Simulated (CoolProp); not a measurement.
Isopentane along the isobar 876 kPa: density (kg/m³) from the reference equation and from simpler models built on Tc = 460.3 K, pc = 3378 kPa, ω = 0.227; each cubic takes its own stable root.

Model: reference Helmholtz-energy equation of state, Lemmon 2006, in CoolProp. It is a short technical equation, of lower accuracy than the large ones.

| T (K) | phase | reference |
|---|---|---|
| 124.7 | liquid | 777.3 |
| 138.1 | liquid | 764.4 |
| 151.5 | liquid | 751.9 |
| 164.9 | liquid | 739.5 |
| 178.2 | liquid | 727.5 |
| 191.6 | liquid | 715.4 |
| 205 | liquid | 703.4 |
| 218.3 | liquid | 691.4 |
| 231.7 | liquid | 679.3 |
| 245.1 | liquid | 667.0 |

Problem. How far does each simpler model (van der Waals, Redlich-Kwong, Soave-Redlich-Kwong, Peng-Robinson) lie from the reference over these 10 states: mean and median of the absolute difference, and the worst?

Solution. 
- van der Waals: mean 39.1 %, median 39.0 %, worst -40.2 % at 124.7 K and 876 kPa
- Redlich-Kwong: mean 9.5 %, median 9.2 %, worst -11.0 % at 124.7 K and 876 kPa
- Soave-Redlich-Kwong: mean 8.6 %, median 8.4 %, worst -10.9 % at 124.7 K and 876 kPa
- Peng-Robinson: mean 2.6 %, median 2.8 %, worst +4.7 % at 245.1 K and 876 kPa
